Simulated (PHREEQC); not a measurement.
MgCl2 is added in steps, without added water, to 1 kg of water holding 0.0037 mol HNO3 and 0.00021 mol KH2PO4, at 25 °C. O2 is buffered at 0.21 atm. CO2 from the air is kept out. The run lets Brucite precipitate or redissolve, and no other solid.

Base run: PHREEQC, ion-association model, wateq4f.dat. Each further column changes one thing. The table gives MgH2PO4+ (mol/kgw).

| MgCl2 added (mol) | base | Debye-Hückel limiting law | Davies equation for every ion | database phreeqc.dat | all activity coefficients set to 1 |
|---|---|---|---|---|---|
| 0 | 0 | 0 | 0 | 0 | 0 |
| 0.00165 | 5.23e-6 | (withheld) | 5.16e-6 | 5.23e-6 | 7.08e-6 |
| 0.003025 | 8.91e-6 | (withheld) | 8.76e-6 | 8.91e-6 | (withheld) |
| 0.004675 | 1.28e-5 | 1.16e-5 | 1.25e-5 | 1.28e-5 | 1.89e-5 |
| 0.006325 | 1.63e-5 | 1.44e-5 | 1.59e-5 | 1.63e-5 | 2.48e-5 |
| 0.007975 | 1.95e-5 | (withheld) | 1.90e-5 | 1.95e-5 | 3.03e-5 |
| 0.00935 | 2.20e-5 | 1.86e-5 | 2.13e-5 | 2.20e-5 | 3.47e-5 |
| 0.011 | 2.48e-5 | (withheld) | 2.39e-5 | 2.48e-5 | (withheld) |

Q: What belongs in the gaps?

A: 
- 0.00165, Debye-Hückel limiting law: 4.95e-6
- 0.003025, Debye-Hückel limiting law: 8.25e-6
- 0.003025, all activity coefficients set to 1: 1.26e-5
- 0.007975, Debye-Hückel limiting law: 1.68e-5
- 0.011, Debye-Hückel limiting law: 2.05e-5
- 0.011, all activity coefficients set to 1: 3.97e-5

H3PO4, which wateq4f.dat lacks, is added to it with the constant of phreeqc.dat.  phreeqc.dat and wateq4f.dat share most of their constants, so their agreement is no independent check. Solids allowed in the column 'database phreeqc.dat': Sylvite.
